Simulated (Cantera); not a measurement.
Charge: 1 mol Si2H6, 0.29 mol H2O, 0.36 mol H2, at 1998.15 K and 23.0 mbar.

These are equilibrium values from Cantera (NASA tables, ideal gas, pure condensed phases), not measurements of a reactor. Candidate condensed phases: H2O, Si, SiO2; 18 gas species. The feed counts by its element totals alone. Gases not in the tables: Si2H6 and higher silanes. Kinetics and transport are ignored.

Base state: H2 0.915, SiO 0.0731, H 0.0101, Si 0.00185, SiH 0.000183, SiH2 9.61e-5, Si2 1.91e-5 (mole fractions); condensed: Si(l).

Question: What changes in the equilibrium state with this change: temperature from 1998.15 K to 523.15 K?

Answer: 
| species | before | after |
|---|---|---|
| H2 | 0.915 | 1.00 |
| SiO | 0.0731 | <1e-9 |
| H | 0.0101 | <1e-9 |
| Si | 0.00185 | <1e-9 |
| SiH | 0.000183 | <1e-9 |
| Si(l), mol | 1.70 | 0 |
| Si(s), mol | 0 | 1.85 |
| SiO2(α-quartz), mol | 0 | 0.145 |
